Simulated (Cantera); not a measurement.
Input (Python, Cantera) and output of one run.

```python
import numpy as np
import cantera as ct

gas_names = """
    H HO2 H2 H2O H2O2 H2S H2SO4 O OH O2 O3 S SH SO SO2 SO3 S2 S2O S8
""".split()
cond_names = """
    H2O(s) H2O(L) H2SO4(L) S(cr1) S(cr2) S(L)
""".split()


# ... load() reads the species with a 1 bar reference pressure and builds the phases ...
atoms = {
    'SO2': {'S': 1, 'O': 2},
    'H2': {'H': 2},
    'H2O': {'H': 2, 'O': 1},
}
top_T = {}  # K; cautious upper limits of use, not melting points


# ... equilibrate(T, P, feed) seeds the gas with the atoms and calls Mixture.equilibrate('TP', solver="vcs", rtol=1e-11, max_steps=5000) ...
results = []
feed = {'SO2': 1, 'H2': 3.2, 'H2O': 4.9}  # mol
T = 1898.15  # K
for P in [10, 84, 710, 6000, 50000, 420000, 3600000, 30000000]:
    mix = equilibrate(T, P, feed)
    results.append((T, P, feed, dict(zip(mix.species_names, mix.species_moles))))

top = {s: max(r[3][s] / sum(r[3][g] for g in gas_names) for r in results) for s in gas_names}
cols = sorted((s for s in top if top[s] > 1e-05), key=lambda s: -top[s])[:9]
seen = [c for c in cond_names if any(r[3].get(c, 0) > 1e-12 for r in results)]
print("log10 of partial pressures in bar; condensed amounts in mol")
print(f"{'P/Pa':>10s}" + "".join(f"{s[:9]:>10s}" for s in cols + seen))
for T, P, feed, n in results:
    ng = sum(n[g] for g in gas_names)
    print(f"{P:10.4g}" + "".join(f"{np.log10(max(n[s] / ng * P / 1e5, 1e-99)):10.3f}" for s in cols)
          + "".join(f"{n.get(c, 0):10.4g}" for c in seen))
```

It prints:

```
log10 of partial pressures in bar; condensed amounts in mol
      P/Pa       H2O        H2       H2S       SO2         H        SO        S2        OH        SH
        10    -4.266    -4.522    -8.566    -5.075    -5.367    -5.689    -7.885    -6.199    -7.453
        84    -3.325    -3.582    -6.707    -4.153    -4.898    -4.769    -6.046    -5.728    -6.063
       710    -2.378    -2.673    -4.981    -3.261    -4.443    -3.915    -4.413    -5.235    -4.792
      6000    -1.418    -1.801    -3.446    -2.423    -4.007    -3.164    -3.087    -4.712    -3.693
     5e+04    -0.463    -0.966    -2.068    -1.639    -3.589    -2.501    -2.001    -4.174    -2.733
   4.2e+05     0.491    -0.157    -0.797    -0.886    -3.185    -1.893    -1.077    -3.624    -1.866
   3.6e+06     1.448     0.625     0.376    -0.147    -2.794    -1.328    -0.295    -3.058    -1.084
     3e+07     2.385     1.370     1.438     0.557    -2.422    -0.818     0.340    -2.493    -0.394
```

These are equilibrium values from Cantera (NASA tables, ideal gas, pure condensed phases), not measurements of a reactor. The ideal-gas law is rough above about 30 bar.
